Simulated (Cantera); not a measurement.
A Cantera script and its output.

```python
import numpy as np
import cantera as ct

gas = ct.Solution("h2o2.yaml")
gas.TPX = 1323, 37000, {'H2': 0.39, 'O2': 1, 'N2': 19, 'H2O': 0.021}
reactor = ct.IdealGasConstPressureReactor(gas, energy="off", clone=False)
net = ct.ReactorNet([reactor])
net.rtol, net.atol = 1e-08, 1e-18
show = ['H2', 'O2', 'OH', 'H', 'H2O', 'HO2', 'O']
times = np.geomspace(1e-05, 30, 12)

steps = ct.SolutionArray(gas, extra=["t"])
rows = []
print(f"{'t/s':>10s}{'T/K':>9s}{'P/Pa':>11s}" + "".join(f"{s:>11s}" for s in show))
for t in times:
    while net.time < t:
        t_next = net.step()
        steps.append(gas.state, t=t_next)
    rows.append([np.interp(t, steps.t, y) for y in (steps.T, steps.P, *steps(*show).X.T)])
    print(f"{t:10.3e}{rows[-1][0]:9.1f}{rows[-1][1]:11.4g}" + "".join(f"{x:11.3e}" for x in rows[-1][2:]))
rate = np.gradient(steps.T, steps.t)
print("integrator steps:", len(steps.t))
if steps.T.max() > steps.T[0] + 200:
    print(f"time of steepest temperature rise: {steps.t[rate.argmax()]:.4e} s")
gas.TPX = 1323, 37000, {'H2': 0.39, 'O2': 1, 'N2': 19, 'H2O': 0.021}
gas.equilibrate("TP")
print(f"equilibrium (TP): T = {gas.T:.1f} K  " + "  ".join(f"{s} {gas[s].X[0]:.3e}" for s in show))
```

It prints:

```
       t/s      T/K       P/Pa         H2         O2         OH          H        H2O        HO2          O
 1.000e-05   1323.0    3.7e+04  1.911e-02  4.899e-02  3.351e-10  1.789e-09  1.029e-03  1.981e-09  3.981e-10
 3.880e-05   1323.0    3.7e+04  1.911e-02  4.899e-02  3.857e-09  1.184e-08  1.029e-03  7.936e-09  5.317e-09
 1.505e-04   1323.0    3.7e+04  1.910e-02  4.899e-02  7.202e-07  2.019e-06  1.032e-03  1.159e-07  1.022e-06
 5.841e-04   1323.0    3.7e+04  1.155e-03  3.869e-02  1.159e-03  4.512e-03  1.620e-02  4.410e-06  4.570e-03
 2.266e-03   1323.0    3.7e+04  2.578e-04  3.942e-02  5.334e-04  4.065e-04  1.958e-02  3.333e-06  9.158e-04
 8.793e-03   1323.0    3.7e+04  1.827e-05  3.976e-02  1.396e-04  7.314e-06  2.024e-02  8.271e-07  6.357e-05
 3.412e-02   1323.0    3.7e+04  1.567e-06  3.981e-02  4.263e-05  2.035e-07  2.031e-02  1.057e-07  5.832e-06
 1.324e-01   1323.0    3.7e+04  2.384e-07  3.982e-02  1.712e-05  1.315e-08  2.032e-02  1.843e-08  9.401e-07
 5.136e-01   1323.0    3.7e+04  5.399e-08  3.982e-02  8.239e-06  1.480e-09  2.033e-02  6.032e-09  2.183e-07
 1.993e+00   1323.0    3.7e+04  2.344e-08  3.982e-02  5.412e-06  4.306e-10  2.033e-02  4.715e-09  9.440e-08
 7.732e+00   1323.0    3.7e+04  2.186e-08  3.982e-02  5.219e-06  3.880e-10  2.033e-02  4.689e-09  8.784e-08
 3.000e+01   1323.0    3.7e+04  2.186e-08  3.982e-02  5.219e-06  3.880e-10  2.033e-02  4.689e-09  8.784e-08
integrator steps: 1813
equilibrium (TP): T = 1323.0 K  H2 2.186e-08  O2 3.982e-02  OH 5.219e-06  H 3.880e-10  H2O 2.033e-02  HO2 4.689e-09  O 8.784e-08
```

Detailed kinetics in Cantera: the H2/O2 subset of GRI-Mech 3.0, which has no nitrogen chemistry.
